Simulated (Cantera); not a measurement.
Charge: 1 mol MgSO4, 0.0069 mol C, 0.35 mol O2, 0.088 mol H2, held at 998.15 K and 1.00 bar.

These are equilibrium values from Cantera (NASA tables, ideal gas, pure condensed phases), not measurements of a reactor. Candidate condensed phases: C, C6H6, C7H8, C8H18, H2O, H2SO4, Mg, MgCO3, MgO, Mg(OH)2, MgS, MgSO4, S; 130 gas species. Kinetics and transport are ignored.

Base state: O2 0.759, H2O 0.223, CO2 0.0175 (mole fractions); condensed: MgSO4(s).

Problem. What changes in the equilibrium state with this change: temperature from 998.15 K to 1223.15 K?

Solution. 
| species | before | after |
|---|---|---|
| O2 | 0.759 | 0.750 |
| H2O | 0.223 | 0.219 |
| CO2 | 0.0175 | 0.0172 |
| SO2 | 2.98e-6 | 0.0114 |
| SO3 | 4.79e-6 | 0.00211 |
| MgSO4(s), mol | 1.000 | 0.995 |
| MgO(s), mol | 0 | 0.00543 |
Mutual solubility and eutectic melting of coexisting phases are not modelled.
